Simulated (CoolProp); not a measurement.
Methanol along the isobar 1.01 bar: Z from the reference equation and from simpler models built on Tc = 240.2 °C, pc = 82.16 bar, ω = 0.565; each cubic takes its own stable root.

Model: reference Helmholtz-energy equation of state, de Reuck 1993, in CoolProp.

```tsv
T (°C)	phase	reference	Redlich-Kwong	Soave-Redlich-Kwong	Peng-Robinson
-72.95	liquid	0.002209	0.003050	0.002949	0.002634
-52.25	liquid	0.002050	0.002820	0.002710	0.002419
-31.45	liquid	0.001918	0.002636	0.002517	0.002244
-10.75	liquid	0.001809	0.002488	0.002360	0.002102
9.95	liquid	0.001718	0.002369	0.002232	0.001985
30.65	liquid	0.001640	0.9820	0.002128	0.001890
51.45	liquid	0.001575	0.9850	0.002045	0.001814
72.15	gas	0.9635	0.9873	0.9836	0.9830
92.85	gas	0.9787	0.9892	0.9863	0.9858
113.55	gas	0.9847	0.9907	0.9885	0.9880
```

At some of these states Redlich-Kwong gives the other phase, because its saturation line lies elsewhere.
